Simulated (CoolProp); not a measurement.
The numbers come from the reference Helmholtz-energy equation of state, Kamei 1995 in CoolProp.

Problem. Give the vapour pressure (MPa), liquid cp (kJ/(kg K)), surface tension (mN/m) of saturated R22 at -53.75, -49.65 °C.

Solution. 
```
T (°C)  p (MPa)  liquid cp (kJ/(kg K))  surface tension (mN/m)
------  -------  ---------------------  ----------------------
-53.75   0.0530                   1.08                    20.4
-49.65   0.0657                   1.08                    19.7
```

Surface tension comes from a separate correlation (Mulero 2012).
